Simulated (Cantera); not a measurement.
# Ignition delay

Mixture: CH₄ : CO : O₂ : N₂ = 1 : 0.71 : 1.18 : 3.77 (molar parts), equivalence ratio 2.0, at 7.80 bar, adiabatic and at constant pressure. Ignition delay is the time to a rise of 400 K.

Detailed kinetics in Cantera: GRI-Mech 3.0 (53 species, 325 reactions).

```tsv
T0 (K)	delay (ms)
1225	11.4
1325	2.93
1425	0.857
1525	0.280
1625	0.101
1725	0.0413
1825	0.0189
1925	0.00969
```

```json
{
  "apparent activation energy between 1725 and 1925 K": "200 kJ/mol"
}
```
